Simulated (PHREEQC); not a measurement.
Dissolve 0.0024 mol/kgw H2SO4 and 0.00028 mol/kgw CaCl2 at 25 °C. It is in equilibrium with CO2 at log p = -1 (atm). Otherwise closed; pH follows from the charge balance.

The numbers come from PHREEQC with the ion-association model, wateq4f.dat.

### Question
The ionic strength comes out as 0.00679 mol/kgw. What activity coefficients do SO4-2, CaHSO4+, Ca+2, Cl-, H+ get?

### Answer
SO4-2 0.71, CaHSO4+ 0.92, Ca+2 0.71, Cl- 0.92, H+ 0.92.

No solid was allowed to form. Complexes and solids missing from the database can't appear.
